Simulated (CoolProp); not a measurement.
R141b at 323.96 K and 1.52 MPa is throttled through a valve to 0.568 MPa with no heat exchange. Each further row changes one setting.

Computed with CoolProp (reference Helmholtz-energy equation of state, Lemmon 2006). It is a short technical equation, of lower accuracy than the large ones.

```json
[
 {"case": "as stated", "temperature change (K)": "…", "final phase": "liquid", "final density (kg/m³)": "1180"},
 {"case": "outlet pressure 0.17 MPa", "temperature change (K)": "…", "final phase": "…", "final density (kg/m³)": "…"},
 {"case": "outlet pressure 0.738 MPa", "temperature change (K)": "+0.2", "final phase": "liquid", "final density (kg/m³)": "1180"}
]
```

### Question
What belongs in the gaps?

### Answer

- as stated, temperature change (K): +0.3
- outlet pressure 0.17 MPa, temperature change (K): -3.2
- outlet pressure 0.17 MPa, final phase: two-phase, vapour fraction 0.020
- outlet pressure 0.17 MPa, final density (kg/m³): 300
